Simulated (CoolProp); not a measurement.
Vapour-liquid equilibrium of ethylene (1) + propylene (2) at 4.28 bar; x and y are mole fractions of (1).

Computed with CoolProp (multi-fluid Helmholtz-energy mixture model, Smukala 2000 and Lemmon 2013; pair parameters Bell 2016).

Question: Give the bubble temperature and the first vapour's composition at x = 0.35, 0.65, 0.875. Is there an azeotrope?

Answer: x = 0.35: 223.3 K, y = 0.843; x = 0.65: 208.6 K, y = 0.955; x = 0.875: 201.7 K, y = 0.988. No azeotrope shows between x = 0.05 and 0.95.

The pair parameters rest on a limited set of measurements; away from them the model extrapolates.
